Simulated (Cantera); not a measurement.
Mixture: CH4 : O2 : N2 = 1 : 2.56 : 9.64 (molar parts), equivalence ratio 0.78, at 10.0 bar, adiabatic and at constant pressure. Ignition delay is the time to a rise of 400 K.

Detailed kinetics in Cantera: GRI-Mech 3.0 (53 species, 325 reactions).

Task: What does this change do: pressure from 10.0 bar to 1.01 bar?

Result: 
```csv
quantity,before,after
delay at 1150 K,8.01 ms,83.2 ms
delay at 1250 K,2.32 ms,19.8 ms
delay at 1350 K,0.759 ms,5.49 ms
delay at 1450 K,0.274 ms,1.76 ms
apparent activation energy between 1400 and 1500 K,170 kJ/mol,180 kJ/mol
```
